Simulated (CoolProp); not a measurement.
Vapour-liquid equilibrium of o-xylene (1) + n-undecane (2) at 10.9 bar; x and y are mole fractions of (1).

Model: multi-fluid Helmholtz-energy mixture model, Zhou 2012 and Aleksandrov 2011; pair parameters Bell 2016, in CoolProp.

| x | bubble temperature, mixture model (K) | bubble temperature, Raoult's law (K) | y, mixture model | y, Raoult's law |
|---|---|---|---|---|
| 0.05 | 593.2 | 592.1 | 0.075 | 0.108 |
| 0.15 | 586.7 | 584.1 | 0.220 | 0.291 |
| 0.25 | 580.2 | 576.8 | 0.356 | 0.441 |
| 0.35 | 573.6 | 570.0 | 0.481 | 0.564 |
| 0.45 | 567.2 | 563.8 | 0.594 | 0.666 |
| 0.55 | 561.1 | 558.1 | 0.693 | 0.751 |
| 0.65 | 555.1 | 552.7 | 0.779 | 0.823 |
| 0.75 | 549.5 | 547.8 | 0.854 | 0.884 |
| 0.85 | 544.2 | 543.1 | 0.919 | 0.936 |
| 0.95 | 539.1 | 538.8 | 0.975 | 0.980 |

The largest gap from Raoult's law is +3.6 K in bubble temperature, at x = 0.35. No azeotrope shows between x = 0.05 and 0.95.

The pair parameters rest on a limited set of measurements; away from them the model extrapolates.
